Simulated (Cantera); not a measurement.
A perfectly stirred reactor is fed with 2.63 % CH4, 0.552 % C2H6, 0.263 % C3H8, 20.3 % O2, 76.3 % N2, at 1000000 Pa; it is adiabatic with a 675 K inlet, and is followed from long to short residence time, starting on the burning branch (τ in s: 0.17, 0.072, 0.03, 0.013, 0.0054, 0.0023, 0.00097, 0.00041, 0.00017, 7.3e-05, 3.1e-05, 1.3e-05, 5.5e-06).

Detailed kinetics in Cantera: GRI-Mech 3.0 (53 species, 325 reactions).

**Question.** Predict: blow-out, bracketed by the residence times tried; x(CH4) at τ = 0.170 s; x(C2H6) at τ = 0.170 s; x(C3H8) at τ = 0.170 s; x(H2O) at τ = 0.170 s; x(CH4) at τ = 0.970 ms; x(C2H6) at τ = 0.970 ms; x(C3H8) at τ = 0.970 ms; x(H2O) at τ = 0.970 ms.

**Answer.** blow-out, bracketed by the residence times tried: burning at 0.970 ms, out at 0.410 ms
x(CH4) at τ = 0.170 s: 3.33e-6
x(C2H6) at τ = 0.170 s: 1.59e-7
x(C3H8) at τ = 0.170 s: 7.58e-8
x(H2O) at τ = 0.170 s: 0.0792
x(CH4) at τ = 0.970 ms: 0.000212
x(C2H6) at τ = 0.970 ms: 1.19e-5
x(C3H8) at τ = 0.970 ms: 5.84e-6
x(H2O) at τ = 0.970 ms: 0.0781
